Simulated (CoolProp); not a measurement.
2000 sccm (0 °C, 1 atm) of nitrogen bubbles through liquid water at 356.2 K and leaves saturated at a total pressure of 0.15 MPa (ideal gas phase). Each further row changes one setting.

Computed with CoolProp (reference Helmholtz-energy equation of state, Wagner 2002).

| case | vapour pressure (kPa) | mole fraction of vapour | delivery (mg/min) | delivery (sccm) | change of delivery for a bath 1 K warmer (%) |
|---|---|---|---|---|---|
| as stated | 53.6 | 0.357 | 893 | 1110 | 6.4 |
| bath temperature 361.2 K | 65.1 | 0.434 | 1230 | 1540 | 7.1 |
| total pressure 0.3 MPa | 53.6 | 0.179 | 350 | 435 | 5.0 |
